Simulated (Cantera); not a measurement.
A freely propagating, adiabatic, planar premixed flame of CH4 : O2 : N2 = 1 : 2.41 : 9.06 (molar parts), equivalence ratio 0.83, unburnt at 650 K and 0.523 atm; mixture-averaged transport, grid criteria slope 0.08 and curve 0.16, no radiation.

Computed with Cantera and GRI-Mech 3.0 (53 species, 325 reactions). Burning velocities carry a grid error of a few per cent, more on coarse grids.

Question: How do the results move with these cheaper or finer settings: unity-Lewis-number transport; multicomponent transport; multicomponent+Soret transport; grid criteria slope 0.5, curve 1; grid criteria slope 0.25, curve 0.5; grid criteria slope 0.03, curve 0.06?

Answer: 
```tsv
setting	laminar burning velocity	thermal thickness	peak x(CH3)	peak x(OH)	grid points
as above	160 cm/s	0.580 mm	0.00237	0.0107	155
unity-Lewis-number transport	120 cm/s	0.634 mm	0.00190	0.0109	130
multicomponent transport	160 cm/s	0.587 mm	0.00239	0.0107	155
multicomponent+Soret transport	158 cm/s	0.586 mm	0.00233	0.0106	155
grid criteria slope 0.5, curve 1	173 cm/s	0.635 mm	0.00235	0.0109	46
grid criteria slope 0.25, curve 0.5	166 cm/s	0.601 mm	0.00235	0.0108	62
grid criteria slope 0.03, curve 0.06	157 cm/s	0.574 mm	0.00237	0.0106	369
```
The base run took about 12 core-seconds (a rough figure).
Unity Lewis numbers drop preferential diffusion, which matters most where H2 and H carry the flame; Soret adds thermal diffusion.
